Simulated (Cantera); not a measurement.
Stirred combustor or abatement burner

A perfectly stirred reactor is fed with CO : H2 : CH4 : O2 : N2 = 1 : 0.15 : 0.29 : 1.37 : 5.17 (molar parts), at 2.86 atm; it is adiabatic with a 600 K inlet, and is followed from long to short residence time, starting on the burning branch (τ in s: 0.062, 0.03, 0.015, 0.0072, 0.0035, 0.0017, 0.00084, 0.00041, 0.0002, 9.8e-05, 4.8e-05, 2.4e-05, 1.2e-05).

Cantera simulation using GRI-Mech 3.0 (53 species, 325 reactions); the numbers are that mechanism's predictions, not measurements.

```tsv
τ (s)	T (K)	x CO	x H2	x CH4	x O	x CH2CO	x C2H2
0.062	2371	0.0105	0.00104	5.75e-7	0.000815	1.21e-10	4.33e-12
0.030	2369	0.0110	0.00109	1.14e-6	0.000866	2.54e-10	1.53e-11
0.015	2363	0.0118	0.00117	2.16e-6	0.000951	5.25e-10	4.82e-11
0.0072	2351	0.0135	0.00133	4.10e-6	0.00111	1.16e-9	1.42e-10
0.0035	2327	0.0162	0.00162	7.36e-6	0.00141	2.54e-9	3.37e-10
0.0017	2288	0.0204	0.00208	1.27e-5	0.00191	5.41e-9	6.56e-10
0.00084	2235	0.0259	0.00271	2.13e-5	0.00267	1.06e-8	1.10e-9
0.00041	2167	0.0325	0.00351	3.63e-5	0.00375	1.95e-8	1.79e-9
0.00020	2085	0.0401	0.00443	6.43e-5	0.00511	3.40e-8	3.00e-9
9.8e-5	1990	0.0488	0.00538	0.000121	0.00659	6.06e-8	5.58e-9
4.8e-5	1875	0.0604	0.00625	0.000255	0.00776	1.26e-7	1.27e-8
2.4e-5	1717	0.0804	0.00704	0.000729	0.00707	4.43e-7	4.53e-8
1.2e-5	600	0.125	0.0188	0.0363	<1e-12	<1e-12	<1e-12
```
x: mole fraction; the columns are a selection and need not sum to one.
